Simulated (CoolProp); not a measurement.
The numbers come from the reference Helmholtz-energy equation of state, Lemmon 2006 in CoolProp. It is a short technical equation, of lower accuracy than the large ones.

Q: For carbon monoxide, give the phase and the speed of sound (m/s), Joule-Thomson coefficient (K/MPa), isothermal compressibility (1/MPa) at -166.05 °C and 780 kPa.

A: 
- -166.05 °C and 780 kPa: gas; speed of sound 191, Joule-Thomson coefficient 17.0, isothermal compressibility 1.59
